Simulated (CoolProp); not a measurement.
R125 at 311.67 K and 1.35 MPa is compressed adiabatically to 8.81 MPa with isentropic efficiency 0.8. Each further row changes one setting.

Model: reference Helmholtz-energy equation of state, Lemmon 2005, in CoolProp.

```csv
case,work (kJ/kg),final temperature (K),final density (kg/m³)
as stated,___,405.2,548
efficiency 1,29.2,400.7,___
efficiency 0.65,44.9,___,518
```

Q: What belongs in the gaps?

A: 
- as stated, work (kJ/kg): 36.4
- efficiency 1, final density (kg/m³): 577
- efficiency 0.65, final temperature (K): 410.5
